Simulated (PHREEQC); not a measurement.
Dissolve 1.4 mol/kgw H2SO4 at 25 °C. Closed to the air; pH follows from the charge balance.

The numbers come from PHREEQC with the Pitzer model, pitzer.dat.

No solid was allowed to form.

Q: Estimate the pH.

A: pH -0.33.

Q: In which forms is S present?

A: HSO4- 75 %, SO4-2 25 % of the S.

In brines, pH and single-ion activities rest on the MacInnes convention.
